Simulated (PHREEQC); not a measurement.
# Buffer (model solution)

Make-up at 20 °C: 0.0037 mol NaHSO4, 0.0033 mol Na2B4O7 and 0.00037 mol LiCl per kg of water. Closed to the air; pH follows from the charge balance.

Equilibrium calculation in PHREEQC: ion-association model, phreeqc.dat.

Precipitation was switched off in this run.

Problem. Predict the pH.

Solution. pH 8.68.

Problem. In which forms is Na present?

Solution. Na+ 99 %, NaSO4- 1.1 % of the Na.
